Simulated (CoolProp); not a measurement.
Model: reference Helmholtz-energy equation of state, de Reuck 1993, in CoolProp.

Task: For methanol, give the phase and the Z, cp (kJ/(kg K)), cv (kJ/(kg K)), speed of sound (m/s) at 359.3 K and 6.07 MPa; 390.2 K and 4.49 MPa.

Result: 
- 359.3 K and 6.07 MPa: liquid; Z 0.0887, cp 3.00, cv 2.48, speed of sound 958
- 390.2 K and 4.49 MPa: liquid; Z 0.0635, cp 3.33, cv 2.68, speed of sound 847
